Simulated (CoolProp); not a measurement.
Vapour-liquid equilibrium of CH2F2 (R32) (1) + isobutane (2) at 274.3 K; x and y are mole fractions of (1).

Values from CoolProp's multi-fluid Helmholtz-energy mixture model, Tillner-Roth 1997 and Bücker 2006; pair parameters Bell 2016.

```csv
x,"bubble pressure, mixture model (MPa)","bubble pressure, Raoult's law (MPa)","y, mixture model","y, Raoult's law"
0.05,0.3391,0.1975,0.513,0.214
0.15,0.5931,0.2655,0.726,0.477
0.25,0.7397,0.3335,0.786,0.632
0.35,0.8131,0.4015,0.810,0.735
0.45,0.8449,0.4695,0.821,0.809
0.55,0.8579,0.5375,0.826,0.863
0.65,0.8657,0.6055,0.831,0.906
0.75,0.8747,0.6735,0.840,0.939
0.85,0.8834,0.7415,0.864,0.967
0.95,0.8732,0.8095,0.929,0.990
```

The largest gap from Raoult's law is +123.4 % in bubble pressure, at x = 0.15. y crosses x between x = 0.85 and 0.95: the model has an azeotrope there.

The pair parameters rest on a limited set of measurements; away from them the model extrapolates. With so large a gap from Raoult's law the liquid may split in two, which this calculation doesn't test in full.
